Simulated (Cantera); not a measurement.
Moist CO burnout

An isothermal, constant-pressure homogeneous reactor starts with CO : O2 : H2O : N2 = 0.0093 : 0.016 : 0.0002 : 1 (molar parts), equivalence ratio 0.29, at 1425 K and 100000 Pa.

Detailed kinetics in Cantera: GRI-Mech 3.0 (53 species, 325 reactions).

| t (s) | x CO | x O2 | x H2O | x NO | x NO2 | x CO2 |
|---|---|---|---|---|---|---|
| 8.00e-6 | 0.00907 | 0.0156 | 0.000195 | <1e-12 | <1e-12 | 1.12e-9 |
| 2.59e-5 | 0.00907 | 0.0156 | 0.000195 | <1e-12 | <1e-12 | 3.61e-9 |
| 8.37e-5 | 0.00907 | 0.0156 | 0.000195 | <1e-12 | <1e-12 | 1.18e-8 |
| 0.000270 | 0.00907 | 0.0156 | 0.000195 | <1e-12 | <1e-12 | 4.04e-8 |
| 0.000875 | 0.00907 | 0.0156 | 0.000195 | <1e-12 | <1e-12 | 1.98e-7 |
| 0.00283 | 0.00906 | 0.0156 | 0.000195 | 1.50e-11 | <1e-12 | 6.84e-6 |
| 0.00915 | 0.00557 | 0.0133 | 0.000117 | 9.02e-7 | 2.19e-9 | 0.00351 |
| 0.0296 | 0.000725 | 0.0114 | 0.000175 | 4.96e-6 | 1.83e-8 | 0.00838 |
| 0.0956 | 7.50e-5 | 0.0111 | 0.000191 | 6.15e-6 | 4.20e-8 | 0.00903 |
| 0.309 | 6.85e-6 | 0.0111 | 0.000194 | 6.42e-6 | 4.40e-8 | 0.00910 |
| 1.00 | 7.00e-7 | 0.0111 | 0.000195 | 6.47e-6 | 2.15e-8 | 0.00911 |
x: mole fraction; the columns are a selection and need not sum to one.

Equilibrium at this temperature and pressure: CO 1.31e-7, O2 0.0110, H2O 0.000195, NO 0.000213, NO2 3.32e-7, CO2 0.00911 (gas phase only).
